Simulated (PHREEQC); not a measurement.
Dissolve 0.015 mol H3BO3 and 0.0013 mol NaF per kg of water at 65 °C. Closed to the air; pH follows from the charge balance.

All values are PHREEQC results (ion-association model, wateq4f.dat), not measurements.

```csv
quantity,before,after
pH,5.79,7.94
ionic strength (mol/kgw),0.00130,0.00505
```

Question: What was changed between the two runs?
A. temperature from 65 to 25 °C
B. H3BO3 left out
C. NaF replaced by Na3PO4 at the same molality
D. temperature from 65 to 45 °C
E. NaF from 0.0013 to 0.00143 mol/kgw

Answer: C, NaF replaced by Na3PO4 at the same molality

This is a speciation only: nothing precipitates in the calculation. Away from 25 °C the constants follow the database's enthalpies or fits; those with neither stay at their 25 °C values. Real BF4- forms and hydrolyses slowly; the run takes it at equilibrium.
